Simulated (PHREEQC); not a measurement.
Dissolve 0.055 mol Fe2(SO4)3 per kg of water at 25 °C. Closed to the air; pH follows from the charge balance.

Computed with PHREEQC (ion-association model, phreeqc.dat).

Each row changes one thing in this solution. No solid was allowed to form.

| case | pH | ionic strength (mol/kgw) | SO4-2 (mol/kgw) | HSO4- (mol/kgw) |
|---|---|---|---|---|
| as made | 2.53 | 0.183 | 0.0416 | 0.00479 |
| Fe2(SO4)3 from 0.055 to 0.0825 mol/kgw | 2.48 | 0.258 | 0.0566 | 0.00665 |
| Fe2(SO4)3 replaced by NH4HSO4 at the same molality | (withheld) | 0.102 | (withheld) | 0.0260 |
| Fe2(SO4)3 from 0.055 to 0.11 mol/kgw | 2.44 | (withheld) | 0.0701 | 0.00817 |
| temperature from 25 to 70 °C | (withheld) | 0.229 | 0.0445 | 0.0190 |

Q: Some entries are withheld; supply them.

A: 
- Fe2(SO4)3 replaced by NH4HSO4 at the same molality, pH: 1.62
- Fe2(SO4)3 replaced by NH4HSO4 at the same molality, SO4-2 (mol/kgw): 0.0236
- Fe2(SO4)3 from 0.055 to 0.11 mol/kgw, ionic strength (mol/kgw): 0.327
- temperature from 25 to 70 °C, pH: 2.39

Some of these states are supersaturated (in Hematite (slow to form), Goethite (slow to form), for instance). Away from 25 °C the constants follow the database's enthalpies or fits; those with neither stay at their 25 °C values.
